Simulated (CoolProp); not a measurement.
R245ca at 416.86 K and 0.6 MPa is compressed adiabatically to 1.02 MPa with isentropic efficiency 0.7. Each further row changes one setting.

Computed with CoolProp (reference Helmholtz-energy equation of state, Zhou 2016).

```csv
case,work (kJ/kg),final temperature (K),final density (kg/m³)
as stated,___,436.3,___
efficiency 1,___,___,42.9
efficiency 0.65,___,___,___
```

Q: What belongs in the gaps?

A: 
- as stated, work (kJ/kg): 18.1
- as stated, final density (kg/m³): 42.2
- efficiency 1, work (kJ/kg): 12.7
- efficiency 1, final temperature (K): 431.8
- efficiency 0.65, work (kJ/kg): 19.5
- efficiency 0.65, final temperature (K): 437.4
- efficiency 0.65, final density (kg/m³): 42.0
